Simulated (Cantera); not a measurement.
Input: 1 mol Fe(CO)5, a varied amount of O2, 1.2 mol N2, 0.059 mol CO, equilibrated at 725 °C and 10.0 Torr.

Method: chemical equilibrium by Gibbs-energy minimisation in Cantera with the NASA 1993 tables (ideal gas, pure condensed phases). Candidate condensed phases: C, Fe, Fe(CO)5, FeO, Fe2O3, Fe3O4; 27 gas species. The tables' stoichiometric FeO is somewhat more stable than real wüstite, so its field is too wide. FeO: taken at fixed stoichiometry. Equilibrium is a limit: real reactors are often held back by kinetics, nucleation or transport.

x: gas mole fraction; n: condensed amount in mol.

| n(O2) (mol) | x CO | x CO2 | x N2 | n Fe(α) | n FeO(s) |
|---|---|---|---|---|---|
| 0.026 | 0.800 | 0.00831 | 0.192 | 1.00 | 0 |
| 0.041 | 0.795 | 0.0131 | 0.192 | 1.00 | 0 |
| 0.064 | 0.788 | 0.0205 | 0.192 | 1.00 | 0 |
| 0.099 | 0.777 | 0.0316 | 0.192 | 1.00 | 0 |
| 0.15 | 0.760 | 0.0479 | 0.192 | 1.00 | 0 |
| 0.24 | 0.732 | 0.0767 | 0.192 | 1.00 | 0 |
| 0.38 | 0.687 | (withheld) | 0.192 | 1.00 | 0 |
| 0.59 | 0.643 | 0.165 | 0.192 | 0.855 | 0.145 |
| 0.92 | 0.643 | 0.165 | 0.192 | 0.195 | 0.805 |
| 1.4 | (withheld) | (withheld) | 0.192 | 0 | 1.00 |
| 2.2 | 0.265 | 0.543 | 0.192 | 0 | 1.00 |

### Question
Some entries are withheld; supply them.

### Answer

- 1.4, x CO: 0.521
- 1.4, x CO2: 0.288
- 0.38, x CO2: 0.121
